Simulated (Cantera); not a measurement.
# borazine + H2 (boron, boron nitride and boron oxide)

A closed system holds: 1 mol borazine, 3.4 mol H2, equilibrated at 0.00850 bar.

Equilibrium computed with Cantera from the NASA thermochemical tables; the gas is ideal and each condensed phase is pure. Candidate condensed phases: B, BN; 15 gas species. The feed counts by its element totals alone. Mutual solubility and eutectic melting of coexisting phases are not modelled. The tables' values for BH2 are old estimates; treat these amounts as uncertain. Rates play no part.

From 1025 °C to 1325 °C the condensed part is BN(s). From 1425 °C to 1825 °C the condensed part is B(s) + BN(s). From 1925 °C to 2025 °C the condensed part is B(s).

```
T (°C)   x H2      x N2       x H     x BH2  n BN(s)    n B(s)
------  -----  --------  --------  --------  -------  --------
1025    1.000   7.05e-8   1.16e-5   1.17e-7     3.00         0
1125    1.000   4.74e-7   5.13e-5   8.58e-7     3.00         0
1225    1.000   2.52e-6  0.000186   4.76e-6     3.00         0
1325    0.999   1.09e-5  0.000577   2.11e-5     3.00         0
1425    0.998   6.79e-5   0.00157   6.00e-5     3.00  0.000476
1525    0.996  0.000482   0.00381  0.000128     2.99   0.00535
1625    0.989   0.00278   0.00843  0.000249     2.96    0.0342
1725    0.969    0.0134    0.0171  0.000448     2.82     0.173
1825    0.912    0.0558    0.0319  0.000729     2.23     0.764
1925    0.761     0.185    0.0527  0.000999        0      2.99
2025    0.727     0.181    0.0886   0.00150        0      2.98
```
x: gas mole fraction; n: condensed amount in mol.
